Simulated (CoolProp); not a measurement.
Vapour-liquid equilibrium of methane (1) + ethane (2) at 0.276 MPa; x and y are mole fractions of (1).

Values from CoolProp's multi-fluid Helmholtz-energy mixture model, Setzmann 1991 and Bücker 2006; pair parameters Kunz 2012.

```csv
x,bubble temperature (°C),y at the bubble point,dew temperature at overall composition x (°C),liquid density (mol/L)
0.05,-89.3,0.646,-68.9,18.28
0.15,-114.2,0.932,-71.5,19.72
0.25,-125.5,0.975,-74.3,20.64
0.35,-131.9,0.988,-77.4,21.38
0.45,-136.1,?,-80.9,22.04
0.55,-139.2,0.995,-84.9,22.66
0.65,-141.5,0.997,-89.5,23.25
0.75,-143.5,?,-95.4,?
0.85,-145.3,0.999,-103.4,24.33
0.95,-146.9,?,-118.0,24.81
```

Problem. What belongs in the gaps?

Solution. 
- 0.45, y at the bubble point: 0.993
- 0.75, y at the bubble point: 0.998
- 0.75, liquid density (mol/L): 23.80
- 0.95, y at the bubble point: 1.000

No azeotrope shows between x = 0.05 and 0.95.

The pair parameters rest on a limited set of measurements; away from them the model extrapolates. The gap from Raoult's law changes sign with composition, which may be real or a fault of the pair parameters; it wasn't checked against measurements.
